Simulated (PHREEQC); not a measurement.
A made-up water analysis in mg/L, 2.1 °C, pH 5.69, pe 10.1: Na 3.84; K 1.47; Ca 3.29; Mg 0.573; Cl 2.92; S(6) as SO4 5.82; Alkalinity as HCO3 13.1; Pb 0.0189; O(0) (dissolved oxygen) 0.0172; Br 0.652; Si as SiO2 0.00553; Ba 0.00606.

Valence states are taken as typed.

The numbers come from PHREEQC with the ion-association model, phreeqc.dat.

This is a speciation only: nothing precipitates in the calculation.

Task: What charge-balance error does the model give?

Result: charge-balance error -1.2 %.

Task: In which forms is Pb present?

Result: Pb+2 81 %, PbHCO3+ 13 %, PbCO3 3.3 %, PbSO4 2.2 %, PbOH+ 0.7 % of the Pb.

Complexes and solids missing from the database can't appear. Away from 25 °C the constants follow the database's enthalpies or fits; those with neither stay at their 25 °C values.
